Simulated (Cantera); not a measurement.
A closed system holds: 1 mol borazine, 0.18 mol O₂, 11 mol H₂, held at 1723 K and 1.33 mbar.

Method: chemical equilibrium by Gibbs-energy minimisation in Cantera with the NASA 1993 tables (ideal gas, pure condensed phases). Candidate condensed phases: B, BN, B₂O₃, B₃O₃H₃, H₂O; 39 gas species. The feed counts by its element totals alone. The tables' values for BH₂ are old estimates; treat these amounts as uncertain. The numbers say what is thermodynamically allowed, not how fast it happens.

Base state: H₂ 0.960, HBO 0.0193, N₂ 0.0124, H 0.00489, BO 0.00192, B₂O₂ 0.00172, HBO₂ 7.70e-5, B₂O₃ 5.38e-5 (mole fractions); condensed: BN(s).

Problem. What changes in the equilibrium state with this change: pressure from 1.33 mbar to 0.100 bar?

Solution. 
```
species      before     after
----------  -------  --------
H₂            0.960     0.970
HBO          0.0193    0.0137
N₂           0.0124    0.0104
H           0.00489  0.000568
H₂O         6.95e-6  0.000341
HBO₂        7.70e-5   0.00266
B₂O₃        5.38e-5   0.00130
BO          0.00192  0.000156
BH₂         1.69e-5   2.16e-6
BN(s), mol     2.64      2.70
```
